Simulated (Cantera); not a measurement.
A perfectly stirred reactor is fed with 32.5 % C2H6, 67.5 % N2, at 47.0 Pa; it is held at 1798 K, and followed from long to short residence time.

Cantera simulation using GRI-Mech 3.0 (53 species, 325 reactions); the numbers are that mechanism's predictions, not measurements. GRI-Mech 3.0 stops at C3 and has no aromatics, soot or wall deposition, so with more carbon than oxygen in the feed, carbon stays in small species such as C2H2 where larger ones or solid carbon would form. Radical loss at walls, strong at low pressure, is not modelled.

x: mole fraction; the columns are a selection and need not sum to one.

```json
[
 {"τ (s)": "20", "x C2H6": "3.04e-5", "x CH3": "0.00186", "x C2H": "1.26e-5", "x HCN": "0.000137", "x CH2": "1.14e-5", "x H": "0.00285"},
 {"τ (s)": "4.4", "x C2H6": "0.000136", "x CH3": "0.00412", "x C2H": "1.34e-5", "x HCN": "5.82e-5", "x CH2": "2.09e-5", "x H": "0.00299"},
 {"τ (s)": "0.96", "x C2H6": "0.000597", "x CH3": "0.00912", "x C2H": "(withheld)", "x HCN": "2.54e-5", "x CH2": "3.74e-5", "x H": "0.00329"},
 {"τ (s)": "0.21", "x C2H6": "0.00260", "x CH3": "0.0198", "x C2H": "1.72e-5", "x HCN": "1.12e-5", "x CH2": "6.47e-5", "x H": "0.00366"},
 {"τ (s)": "0.046", "x C2H6": "0.0114", "x CH3": "0.0410", "x C2H": "1.76e-5", "x HCN": "5.02e-6", "x CH2": "0.000110", "x H": "0.00385"},
 {"τ (s)": "0.010", "x C2H6": "0.0497", "x CH3": "0.0753", "x C2H": "(withheld)", "x HCN": "2.12e-6", "x CH2": "0.000172", "x H": "0.00342"},
 {"τ (s)": "0.0022", "x C2H6": "0.165", "x CH3": "0.0863", "x C2H": "(withheld)", "x HCN": "5.74e-7", "x CH2": "0.000166", "x H": "0.00205"},
 {"τ (s)": "0.00049", "x C2H6": "0.283", "x CH3": "0.0429", "x C2H": "(withheld)", "x HCN": "2.74e-8", "x CH2": "5.16e-5", "x H": "0.000528"},
 {"τ (s)": "0.00011", "x C2H6": "0.316", "x CH3": "0.0124", "x C2H": "<1e-12", "x HCN": "9.55e-12", "x CH2": "2.53e-6", "x H": "2.83e-5"}
]
```

Problem. What belongs in the gaps?

Solution. 
- 0.96, x C2H: 1.52e-5
- 0.010, x C2H: 1.10e-5
- 0.0022, x C2H: 1.63e-6
- 0.00049, x C2H: 4.73e-9
